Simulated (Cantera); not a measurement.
Charge: 1 mol Si3N4, 0.54 mol H2O, at 1500 K and 2.00 Pa.

Equilibrium computed with Cantera from the NASA thermochemical tables; the gas is ideal and each condensed phase is pure. Candidate condensed phases: H2O, Si, SiO2, Si2N2O, Si3N4; 35 gas species. Mutual solubility and eutectic melting of coexisting phases are not modelled. The numbers say what is thermodynamically allowed, not how fast it happens.

Base state: N2 0.657, H2 0.184, SiO 0.156, H 0.00169, Si 0.000526 (mole fractions); condensed: Si(s) + Si2N2O(s).

Question: What changes in the equilibrium state with this change: pressure from 2.00 Pa to 10.0 Pa?

Answer: 
```tsv
species	before	after
H2	0.184	0.516
N2	0.657	0.474
SiO	0.156	0.00866
Si	0.000526	0.000105
H	0.00169	0.00126
Si(s), mol	2.37	0.469
Si2N2O(s), mol	0.0853	0.531
Si3N4(s), mol	0	0.487
```

Question: What changes in the equilibrium state with this change: temperature from 1500 K to 1748.15 K?

Answer: 
```json
[
 {"species": "N2", "before": "0.657", "after": "0.595"},
 {"species": "SiO", "before": "0.156", "after": "0.161"},
 {"species": "H2", "before": "0.184", "after": "0.151"},
 {"species": "Si", "before": "0.000526", "after": "0.0729"},
 {"species": "H", "before": "0.00169", "after": "0.0199"},
 {"species": "Si3", "before": "1.22e-7", "after": "9.19e-5"},
 {"species": "Si2", "before": "6.73e-7", "after": "0.000375"},
 {"species": "Si2N", "before": "3.68e-6", "after": "0.000222"},
 {"species": "Si(s), mol", "before": "2.37", "after": "0"},
 {"species": "Si2N2O(s), mol", "before": "0.0853", "after": "0"},
 {"species": "Si(l), mol", "before": "0", "after": "2.21"}
]
```
The tables' values for SiN are old estimates; treat these amounts as uncertain.
